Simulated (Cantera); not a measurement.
What does this Cantera script print?

```python
import numpy as np
import cantera as ct

gas_names = """
    C CH CH2 CH3 CH4 C2 C2H C2H2,acetylene C2H2,vinylidene C2H3,vinyl C2H4 C2H5 C2H6 C3 C3H3,propargyl
    C3H4,allene C3H4,propyne C3H4,cyclo- C3H5,allyl C3H6,propylene C3H6,cyclo- C3H7,n-propyl
    C3H7,i-propyl C3H8 C4 C4H2 C4H4,1,3-cyclo- C4H6,butadiene C4H6,2-butyne C4H6,cyclo- C4H8,1-butene
    C4H8,cis2-buten C4H8,tr2-butene C4H8,isobutene C4H8,cyclo- C4H9,n-butyl C4H9,i-butyl C4H9,s-butyl
    C4H9,t-butyl C4H10,isobutane C4H10,n-butane C5 C5H6,1,3cyclo- C5H8,cyclo- C5H10,1-pentene
    C5H10,cyclo- C5H11,pentyl C5H11,t-pentyl C5H12,n-pentane C5H12,i-pentane CH3C(CH3)2CH3 C6H2
    C6H5,phenyl C6H6 C6H10,cyclo- C6H12,1-hexene C6H12,cyclo- C6H13,n-hexyl C7H7,benzyl C7H8
    C7H14,1-heptene C7H15,n-heptyl C7H16,n-heptane C8H8,styrene C8H10,ethylbenz C8H16,1-octene
    C8H17,n-octyl C8H18,isooctane C8H18,n-octane C9H19,n-nonyl C10H8,naphthale C10H21,n-decyl
    C12H9,o-bipheny C12H10,bipheny H H2 Si SiC SiC2 SiC4H12 SiH SiH2 SiH3 SiH4 Si2 Si2C Si3
""".split()
cond_names = """
    C(gr) C6H6(L) C7H8(L) C8H18(L),n-octa Si(cr) Si(L) SiC(b)
""".split()


def load(file, names, dense=False):
    # The tables refer to 1 bar. Condensed volumes are neglected.
    table = {s.name: s for s in ct.Species.list_from_file(file)}
    out = []
    for n in names:
        d = dict(table[n].input_data)
        d["thermo"] = dict(d["thermo"], **{"reference-pressure": 1e5})
        if dense:
            d["equation-of-state"] = {"model": "constant-volume", "density": "1e6 g/cm^3"}
        out.append(ct.Species.from_dict(d))
    return out


gas = ct.Solution(thermo="ideal-gas", species=load("nasa_gas.yaml", gas_names))
cond = {s.name: ct.Solution(thermo="fixed-stoichiometry", species=[s], name=s.name)
        for s in load("nasa_condensed.yaml", cond_names, dense=True)}
atoms = {
    'SiH4': {'Si': 1, 'H': 4},
    'C2H2': {'C': 2, 'H': 2},
    'H2': {'H': 2},
    'C2H4': {'C': 2, 'H': 4},
}
top_T = {'C(gr)': 4500, 'SiC(b)': 3050}  # K; cautious upper limits of use, not melting points


def equilibrate(T, P, feed):
    n = {}
    for name, mol in feed.items():
        for a, k in atoms[name].items():
            n[a] = n.get(a, 0.0) + k * mol
    gas.TPX = T, P, n
    mass = sum(n.values()) * gas.mean_molecular_weight
    gas.equilibrate("TP")
    valid = [c for c in cond.values() if c.min_temp <= T <= top_T.get(c.name, c.max_temp)]
    mix = ct.Mixture([(gas, mass / gas.mean_molecular_weight)] + [(c, 0.0) for c in valid])
    mix.T, mix.P = T, P
    mix.equilibrate("TP", solver="vcs", rtol=1e-11, max_steps=5000)
    return mix


results = []
feed = {'SiH4': 1, 'C2H2': 0.0073, 'H2': 3.4, 'C2H4': 0.0098}  # mol
T = 1373  # K
P = 730  # Pa
mix = equilibrate(T, P, feed)
results.append((T, P, feed, dict(zip(mix.species_names, mix.species_moles))))
print(gas.report(threshold=0.001))
for i in range(1, mix.n_phases):
    print(f"{mix.phase(i).name:16s} {mix.phase_moles(i):12.5e} mol")
```

Result:

```
       temperature   1373 K
          pressure   730 Pa
           density   0.00012891 kg/m^3
  mean mol. weight   2.016 kg/kmol
   phase of matter   gas

                          1 kg             1 kmol
                     ---------------   ---------------
          enthalpy        1.6005e+07        3.2265e+07  J
   internal energy        1.0342e+07        2.0849e+07  J
           entropy        1.0762e+05        2.1696e+05  J/K
    Gibbs function       -1.3176e+08       -2.6563e+08  J
 heat capacity c_p             15793             31838  J/K
 heat capacity c_v             11668             23523  J/K

                      mass frac. Y      mole frac. X     chem. pot. / RT
                     ---------------   ---------------   ---------------
                H2           0.99997           0.99996           -23.269
     [  +86 minor]        2.5689e-05        3.9466e-05

C(gr)             0.00000e+00 mol
Si(cr)            9.65799e-01 mol
SiC(b)            3.41992e-02 mol
```

Equilibrium computed with Cantera from the NASA thermochemical tables; the gas is ideal and each condensed phase is pure. Mutual solubility and eutectic melting of coexisting phases are not modelled.
